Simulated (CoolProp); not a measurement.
Vapour-liquid equilibrium of n-butane (1) + trans-2-butene (2) at 0.0622 MPa; x and y are mole fractions of (1).

Computed with CoolProp (multi-fluid Helmholtz-energy mixture model, Bücker 2006 and Lemmon 2005; pair parameters Bell 2016).

```csv
x,"bubble temperature, mixture model (°C)","bubble temperature, Raoult's law (°C)","y, mixture model","y, Raoult's law"
0.05,-11.4,-11.3,0.057,0.053
0.2,-11.9,-11.5,?,0.210
0.35,-12.2,-11.8,0.367,0.364
0.5,-12.4,-12.0,0.512,0.515
0.65,-12.6,-12.2,0.657,0.664
0.8,-12.6,-12.4,?,0.810
0.95,?,-12.6,0.950,0.953
```

### Question
Some entries are withheld; supply them.

### Answer

- 0.2, y, mixture model: 0.217
- 0.8, y, mixture model: 0.802
- 0.95, bubble temperature, mixture model (°C): -12.7

The largest gap from Raoult's law is -0.4 K in bubble temperature, at x = 0.5. No azeotrope shows between x = 0.05 and 0.95.

The pair parameters rest on a limited set of measurements; away from them the model extrapolates.
